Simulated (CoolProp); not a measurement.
A Linde-Hampson liquefier for nitrogen: isothermal reversible compression at 290 K from 1 atm to 30 MPa, throttling to 1 atm, return gas leaving the recuperator 2 K below the feed. Each further row changes one setting.

Model: reference Helmholtz-energy equation of state, Span 2000, in CoolProp.

```
case                        liquid yield per pass  compression work (kJ/kg of gas)
--------------------------  ---------------------  -------------------------------
as stated                                     ___                              493
high pressure 60 MPa                          ___                              570
warm-end temperature 320 K                    ___                              ___
warm-end gap 7 K                              ___                              493
```

Fill in the missing entries.


- as stated, liquid yield per pass: 0.094
- high pressure 60 MPa, liquid yield per pass: 0.085
- warm-end temperature 320 K, liquid yield per pass: 0.067
- warm-end temperature 320 K, compression work (kJ/kg of gas): 547
- warm-end gap 7 K, liquid yield per pass: 0.083
